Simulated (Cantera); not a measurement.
Standard-state values (1 bar) from the NASA 1993 polynomials, evaluated with Cantera. Values are per mole of reaction as written; species without (g) are pure solids or liquids, kept so even where they would boil at 1 bar.

4 Ta2O5 + N2(g) ⇌ 2 NO2(g) + 8 TaO2(g)

```tsv
T (K)	ΔH° (kJ)	ΔS° (J/K)	ΔG° (kJ)	log10 K
925	6534.8	1764.3	4902.8	-276.85
950	[?]	[?]	[?]	[?]
975	6524.4	1753.4	4814.8	-257.94
1000	[?]	[?]	[?]	[?]
1025	6513.9	1742.9	4727.4	-240.91
1050	6508.5	1737.7	4683.9	-233.01
1075	6503.1	1732.7	4640.6	-225.48
```

Task: Some entries are withheld; supply them.

Result: 
- 950, ΔH° (kJ): 6529.6
- 950, ΔS° (J/K): 1758.8
- 950, ΔG° (kJ): 4858.7
- 950, log10 K: -267.15
- 1000, ΔH° (kJ): 6519.2
- 1000, ΔS° (J/K): 1748.1
- 1000, ΔG° (kJ): 4771.1
- 1000, log10 K: -249.21
